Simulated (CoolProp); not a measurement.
Vapour-liquid equilibrium of propane (1) + isobutene (2) at 275.8 K; x and y are mole fractions of (1).

Computed with CoolProp (multi-fluid Helmholtz-energy mixture model, Lemmon 2009 and Lemmon 2005; pair parameters Bell 2016).

```tsv
x	bubble pressure, mixture model (bar)	bubble pressure, Raoult's law (bar)	y, mixture model	y, Raoult's law
0.05	___	1.641	0.182	0.157
0.2	2.341	2.193	___	0.469
0.35	___	2.746	0.634	0.655
0.5	___	3.298	___	0.779
0.65	3.866	3.851	0.839	0.868
0.8	4.394	4.403	___	0.934
0.95	4.951	4.956	___	0.985
```

**Question.** Some entries are withheld; supply them.

**Answer.** 
- 0.05, bubble pressure, mixture model (bar): 1.711
- 0.2, y, mixture model: 0.475
- 0.35, bubble pressure, mixture model (bar): 2.867
- 0.5, bubble pressure, mixture model (bar): 3.362
- 0.5, y, mixture model: 0.748
- 0.8, y, mixture model: 0.917
- 0.95, y, mixture model: 0.981

The largest gap from Raoult's law is +6.7 % in bubble pressure, at x = 0.2. No azeotrope shows between x = 0.05 and 0.95.

The pair parameters rest on a limited set of measurements; away from them the model extrapolates.
